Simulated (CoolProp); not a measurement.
Vapour-liquid equilibrium of hydrogen sulfide (1) + n-pentane (2) at 0.0664 MPa; x and y are mole fractions of (1).

Computed with CoolProp (multi-fluid Helmholtz-energy mixture model, Lemmon 2006 and Thol 2019; pair parameters Kunz 2012).

| x | bubble temperature, mixture model (K) | bubble temperature, Raoult's law (K) | y, mixture model | y, Raoult's law |
|---|---|---|---|---|
| 0.05 | 262.8 | 269.7 | 0.782 | 0.702 |
| 0.15 | 229.4 | 245.1 | 0.972 | 0.927 |
| 0.25 | 216.6 | 233.2 | 0.990 | 0.969 |
| 0.35 | 211.0 | 225.7 | 0.994 | 0.984 |
| 0.45 | 208.7 | 220.4 | 0.996 | 0.991 |
| 0.55 | 208.0 | 216.3 | 0.996 | 0.995 |
| 0.65 | 207.8 | 213.0 | 0.996 | 0.997 |
| 0.75 | 207.6 | 210.2 | 0.996 | 0.998 |
| 0.85 | 206.9 | 207.8 | 0.997 | 0.999 |
| 0.95 | 205.7 | 205.8 | 0.999 | 1.000 |

The largest gap from Raoult's law is -16.6 K in bubble temperature, at x = 0.25. No azeotrope shows between x = 0.05 and 0.95.

The pair parameters rest on a limited set of measurements; away from them the model extrapolates. With so large a gap from Raoult's law the liquid may split in two, which this calculation doesn't test in full.
